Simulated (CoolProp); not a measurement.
The numbers come from the reference Helmholtz-energy equation of state, Setzmann 1991 in CoolProp.

Problem. Give the vapour pressure (bar), liquid density (kg/m³), enthalpy of vaporisation (kJ/kg), vapour Z of saturated methane at 144.2, 147.9, 155.3 K.

Solution. 
```
T (K)  p (bar)  liquid density (kg/m³)  enthalpy of vaporisation (kJ/kg)  vapour Z
-----  -------  ----------------------  --------------------------------  --------
144.2     7.92                     369                               432     0.850
147.9     9.44                     362                               420     0.831
155.3     13.1                     347                               392     0.788
```
